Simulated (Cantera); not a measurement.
Feed: 1 mol SiC, 1.6 mol N2O, 4.7 mol N2, held at 0.133 bar.

Method: chemical equilibrium by Gibbs-energy minimisation in Cantera with the NASA 1993 tables (ideal gas, pure condensed phases). Candidate condensed phases: C, Si, SiC, SiO2, Si2N2O, Si3N4; 34 gas species. Mutual solubility and eutectic melting of coexisting phases are not modelled. The tables hold silica as quartz up to 1696 K and as liquid above; real silica turns to tridymite and cristobalite and melts near 1996 K. Kinetics and transport are ignored.

**Question.** Which condensed phases are stable at each of these points (T (°C)): 777, 827, 877, 927, 977, 1027, 1077, 1127, 1177, 1227?

**Answer.** 
```tsv
T (°C)	condensed phases	Si condensed (%)
777	C(graphite) + SiO2(β-quartz) + Si2N2O(s)	100.0
827	C(graphite) + SiO2(β-quartz) + Si2N2O(s)	100.0
877	C(graphite) + SiO2(β-quartz) + Si2N2O(s)	100.0
927	C(graphite) + SiO2(β-quartz) + Si2N2O(s)	100.0
977	C(graphite) + SiO2(β-quartz) + Si2N2O(s)	100.0
1027	SiO2(β-quartz) + Si2N2O(s)	100.0
1077	SiO2(β-quartz) + Si2N2O(s)	100.0
1127	SiO2(β-quartz) + Si2N2O(s)	100.0
1177	SiO2(β-quartz) + Si2N2O(s)	100.0
1227	SiO2(β-quartz) + Si2N2O(s)	100.0
```

From 777 °C to 977 °C the condensed part is C(graphite) + SiO2(β-quartz) + Si2N2O(s). From 1027 °C to 1227 °C the condensed part is SiO2(β-quartz) + Si2N2O(s).
